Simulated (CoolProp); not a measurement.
A Linde-Hampson liquefier for carbon monoxide: isothermal reversible compression at 290 K from 1 atm to 15 MPa, throttling to 1 atm, return gas leaving the recuperator 2 K below the feed. Each further row changes one setting.

The numbers come from the reference Helmholtz-energy equation of state, Lemmon 2006 in CoolProp. It is a short technical equation, of lower accuracy than the large ones.

```tsv
case	liquid yield per pass	compression work (kJ/kg of gas)
as stated	0.073	428
high pressure 30 MPa	___	___
warm-end temperature 320 K	___	___
warm-end gap 7 K	___	428
```

**Question.** Fill in the missing entries.

**Answer.** 
- high pressure 30 MPa, liquid yield per pass: 0.108
- high pressure 30 MPa, compression work (kJ/kg of gas): 490
- warm-end temperature 320 K, liquid yield per pass: 0.053
- warm-end temperature 320 K, compression work (kJ/kg of gas): 475
- warm-end gap 7 K, liquid yield per pass: 0.062
